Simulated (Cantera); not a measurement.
An adiabatic, constant-volume homogeneous reactor starts with 9.51 % CH4, 4.28 % CO, 17.6 % O2, 66.3 % N2, 2.28 % CO2, at 1325 K and 1.01 bar.

Computed with Cantera and GRI-Mech 3.0 (53 species, 325 reactions).

One state of this run: T (K) = 2844; P (bar) = 2.28; x CH4 = <1e-12; x CO = 0.0824; x O2 = 0.0109; x CH2CO = <1e-12; x NO = 0.00798. x: mole fraction; the columns are a selection and need not sum to one.

Q: Which value of t (s) does it belong to?
A. 3.40e-6
B. 0.00521
C. 0.000133
D. 0.0177

A: D, 0.0177
